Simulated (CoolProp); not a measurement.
Isopentane along the isobar 39.7 bar: fugacity coefficient from the reference equation and from simpler models built on Tc = 460.3 K, pc = 33.78 bar, ω = 0.227; each cubic takes its own stable root.

Computed with CoolProp (reference Helmholtz-energy equation of state, Lemmon 2006). It is a short technical equation, of lower accuracy than the large ones.

| T (K) | phase | reference |
|---|---|---|
| 270.6 | liquid | 0.009292 |
| 279.7 | liquid | 0.01354 |
| 288.7 | liquid | 0.01910 |
| 297.8 | liquid | 0.02635 |
| 306.9 | liquid | 0.03548 |
| 315.9 | liquid | 0.04663 |
| 325 | liquid | 0.06026 |
| 334 | liquid | 0.07629 |
| 343.1 | liquid | 0.09525 |
| 352.2 | liquid | 0.1171 |
| 361.2 | liquid | 0.1417 |
| 370.3 | liquid | 0.1696 |
| 379.3 | liquid | 0.2002 |
| 388.4 | liquid | 0.2342 |
| 397.5 | liquid | 0.2710 |

Q: How far does each simpler model (van der Waals, Redlich-Kwong, Soave-Redlich-Kwong) lie from the reference over these 15 states: mean and median of the absolute difference, and the worst?

A: 
- van der Waals: mean 263.3 %, median 184.8 %, worst +776.1 % at 270.6 K and 39.7 bar
- Redlich-Kwong: mean 44.5 %, median 41.4 %, worst +82.1 % at 270.6 K and 39.7 bar
- Soave-Redlich-Kwong: mean 2.2 %, median 2.4 %, worst +3.4 % at 397.5 K and 39.7 bar
